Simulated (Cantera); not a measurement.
Mixture: CH4 : O2 : N2 = 1 : 2.25 : 8.45 (molar parts), equivalence ratio 0.89, at 5.00 bar, adiabatic and at constant volume. Ignition delay is the time to a rise of 400 K.

Computed with Cantera and GRI-Mech 3.0 (53 species, 325 reactions).

Q: What does this change do: pressure from 5.00 bar to 1.10 bar?

A: 
```tsv
quantity	before	after
delay at 1225 K	6.52 ms	26.7 ms
delay at 1325 K	1.94 ms	7.10 ms
delay at 1425 K	0.643 ms	2.18 ms
delay at 1525 K	0.235 ms	0.777 ms
delay at 1625 K	95.7 µs	0.324 ms
delay at 1725 K	43.3 µs	0.155 ms
apparent activation energy between 1525 and 1725 K	190 kJ/mol	180 kJ/mol
```

Q: What does this change do: pressure from 5.00 bar to 1.30 bar?

A: 
| quantity | before | after |
|---|---|---|
| delay at 1225 K | 6.52 ms | 23.1 ms |
| delay at 1325 K | 1.94 ms | 6.21 ms |
| delay at 1425 K | 0.643 ms | 1.91 ms |
| delay at 1525 K | 0.235 ms | 0.682 ms |
| delay at 1625 K | 95.7 µs | 0.282 ms |
| delay at 1725 K | 43.3 µs | 0.134 ms |
| apparent activation energy between 1525 and 1725 K | 190 kJ/mol | 180 kJ/mol |
